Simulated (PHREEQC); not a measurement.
# Alkaline etch or developer: an equilibrium model

Make-up at 25 °C: 0.094 mol TMAH, 0.2 mol NaAlO2 and 0.00013 mol (CH3)4NCl per kg of water. Closed to the air; pH follows from the charge balance.

Computed with PHREEQC (ion-association model, wateq4f.dat).

No solid was allowed to form.

Problem. Estimate the pH.

Solution. pH 12.81.

Examples of supersaturated solids here: Gibbsite (slow to form), Boehmite (slow to form). Others may be too. (CH3)4N+ isn't in the database: it is added as a free cation with an ion size of 4 Å.
